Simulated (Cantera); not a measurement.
**NaOH + H2 + H2O (calcination and drying)**

Input: 1 mol NaOH, 0.16 mol H2, 0.038 mol H2O, held at 8.10 mbar.

Equilibrium computed with Cantera from the NASA thermochemical tables; the gas is ideal and each condensed phase is pure. Candidate condensed phases: H2O, Na, NaOH, NaO2, Na2O, Na2O2; 16 gas species. Equilibrium is a limit: real reactors are often held back by kinetics, nucleation or transport.

```
T (K)   x Na  x H2O  x NaOH    x O2     x OH
-----  -----  -----  ------  ------  -------
1798   0.400  0.322   0.224  0.0491  0.00283
1823   0.413  0.326   0.202  0.0530  0.00338
1848   0.425  0.330   0.181  0.0566  0.00399
1873   0.436  0.333   0.162  0.0599  0.00469
1898   0.446  0.336   0.145  0.0628  0.00547
1923   0.454  0.338   0.130  0.0655  0.00634
1948   0.462  0.340   0.116  0.0679  0.00731
1973   0.469  0.341   0.103  0.0699  0.00838
1998   0.476  0.342  0.0921  0.0718  0.00956
2023   0.481  0.342  0.0821  0.0734   0.0108
2048   0.485  0.342  0.0732  0.0749   0.0123
2073   0.489  0.341  0.0653  0.0761   0.0138
2098   0.493  0.339  0.0582  0.0772   0.0155
```
x: gas mole fraction; nothing condenses.

From 1798 K to 2098 K nothing is condensed. The main Na-bearing gas is Na throughout.
